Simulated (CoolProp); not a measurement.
Saturation properties of R1234ze(E) (Tc = 382.5 K, pc = 36.35 bar, ω = 0.313).

Model: reference Helmholtz-energy equation of state, Thol 2016, in CoolProp.

```csv
T (K),p (bar),enthalpy of vaporisation (kJ/kg),liquid cp (kJ/(kg K)),surface tension (mN/m),liquid viscosity (µPa s),vapour viscosity (µPa s)
289.9,3.854,173.0,1.360,10.1,208,12.1
295.6,4.612,168.8,1.377,9.28,194,12.3
301.2,5.461,164.6,1.396,8.51,181,12.6
306.9,6.442,160.0,1.417,7.74,169,12.9
312.5,7.530,155.4,1.440,7.01,158,13.1
318.1,8.750,150.4,1.466,6.29,147,13.4
323.8,10.14,145.1,1.497,5.59,137,13.7
329.4,11.66,139.5,1.532,4.91,128,14.1
335.1,13.37,133.3,1.574,4.25,119,14.5
340.7,15.24,126.9,1.624,3.61,110,14.9
```

It boils at 254.2 K under 1 atm.

Viscosity comes from a separate model (Bell 2016), an estimate that may be off by 10 % or more. Surface tension comes from a separate correlation (Mulero 2014).
